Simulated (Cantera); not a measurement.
Charge: 1 mol SiCl4, 29 mol H2.

Cantera equilibrium calculation (NASA polynomials, part measured and part estimated; ideal gas, pure solids and liquids). Candidate condensed phases: Si; 19 gas species. The tables' values for SiCl3 are old estimates. The numbers say what is thermodynamically allowed, not how fast it happens.

Q: What condenses at these points (T in K, P in Pa): (998, 200000); (923, 4500); (1748, 200000); (1448, 100); (1298, 4500)?

A: 
```
T (K)  P in Pa  condensed phases  Si condensed (%)
-----  -------  ----------------  ----------------
998     200000          gas only               0.0
923       4500          gas only               0.0
1748    200000                Si              23.3
1448       100                Si              27.5
1298      4500                Si              28.3
```
